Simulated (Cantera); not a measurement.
A Cantera script and what it prints.

```python
import numpy as np
import cantera as ct

gas_names = """
    B BCL BCL2 BCL3 BH BH2 BH3 BN B2 CL CL2 H HCL H2 N NH NH2 NH3 N2 N2H2 N2H4
""".split()
cond_names = """
    B(b) B(L) BN(s) NH4CL(a) NH4CL(b)
""".split()


# ... load() reads the species with a 1 bar reference pressure and builds the phases ...
atoms = {
    'BN': {'B': 1, 'N': 1},
    'HCl': {'H': 1, 'CL': 1},
}
top_T = {'BN(s)': 3200}  # K; cautious upper limits of use, not melting points


# ... equilibrate(T, P, feed) seeds the gas with the atoms and calls Mixture.equilibrate('TP', solver="vcs", rtol=1e-11, max_steps=5000) ...
results = []
feed = {'BN': 1, 'HCl': 2.1}  # mol
T = 1500  # K
P = 8.6  # Pa
mix = equilibrate(T, P, feed)
results.append((T, P, feed, dict(zip(mix.species_names, mix.species_moles))))
x = sorted(zip(gas.X, gas.species_names), reverse=True)
print(f"T = {T:g} K  P = {P:g} Pa  gas = {mix.phase_moles(0):.4g} mol")
print("   x: " + "  ".join(f"{s} {v:.3e}" for v, s in x if v > 1e-05))
print("   condensed (mol): " + ("  ".join(f"{mix.phase(i).name} {mix.phase_moles(i):.4g}"
      for i in range(1, mix.n_phases) if mix.phase_moles(i) > 1e-12) or "none"))
```

Output:

```
T = 1500 K  P = 8.6 Pa  gas = 2.116 mol
   x: HCL 8.414e-01  H2 7.518e-02  BCL3 4.576e-02  N2 2.605e-02  CL 4.696e-03  BCL 3.797e-03  BCL2 2.550e-03  H 5.204e-04
   condensed (mol): BN(s) 0.8897
```

These are equilibrium values from Cantera (NASA tables, ideal gas, pure condensed phases), not measurements of a reactor. The tables' values for BCl, BCl2 are old estimates; treat these amounts as uncertain. Gases not in the tables: BHCl2.
